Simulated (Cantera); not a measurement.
Feed: 1 mol SiO2, 8.2 mol HBr, 41 mol N2, equilibrated at 0.285 Torr.

Cantera equilibrium calculation (NASA polynomials, part measured and part estimated; ideal gas, pure solids and liquids). Candidate condensed phases: Br2, H2O, Si, SiO2, Si2N2O, Si3N4; 45 gas species. The tables hold silica as quartz up to 1696 K and as liquid above; real silica turns to tridymite and cristobalite and melts near 1996 K. Equilibrium is a limit: real reactors are often held back by kinetics, nucleation or transport.

Problem. Which condensed phases are stable at each of these points (T (°C)): 727, 827, 927, 1027, 1127, 1227, 1327, 1427, 1527, 1627?

Solution. 
```csv
T (°C),condensed phases,Si condensed (%)
727,SiO2(β-quartz),100.0
827,SiO2(β-quartz),100.0
927,SiO2(β-quartz),100.0
1027,SiO2(β-quartz),100.0
1127,SiO2(β-quartz),99.7
1227,SiO2(β-quartz),98.2
1327,SiO2(β-quartz),91.8
1427,SiO2(condensed),70.3
1527,SiO2(condensed),16.4
1627,gas only,0.0
```

From 727 °C to 1327 °C the condensed part is SiO2(β-quartz). From 1427 °C to 1527 °C the condensed part is SiO2(condensed). At 1627 °C nothing is condensed.
